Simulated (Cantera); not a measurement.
Feed: 1 mol SiH₂Cl₂, 1 mol Cl₂, 15 mol H₂, held at 1173.15 K and 13.3 mbar.

These are equilibrium values from Cantera (NASA tables, ideal gas, pure condensed phases), not measurements of a reactor. Candidate condensed phases: Si; 19 gas species. The tables' values for SiCl₃ are old estimates; treat these amounts as uncertain. The numbers say what is thermodynamically allowed, not how fast it happens.

Base state: H₂ 0.873, HCl 0.0784, SiCl₄ 0.0210, SiCl₂ 0.0160, SiCl₃ 0.00585, SiHCl₃ 0.00546, SiH₂Cl₂ 0.000182 (mole fractions); condensed: Si(s).

Question: What changes in the equilibrium state with this change: Cl₂ from 1 to 0.079 mol?

Answer: 
```tsv
species	before	after
H₂	0.873	0.915
HCl	0.0784	0.0622
SiCl₂	0.0160	0.00961
SiCl₄	0.0210	0.00757
SiCl₃	0.00585	0.00272
SiHCl₃	0.00546	0.00260
SiH₂Cl₂	0.000182	0.000114
Si(s), mol	0.152	0.618
```
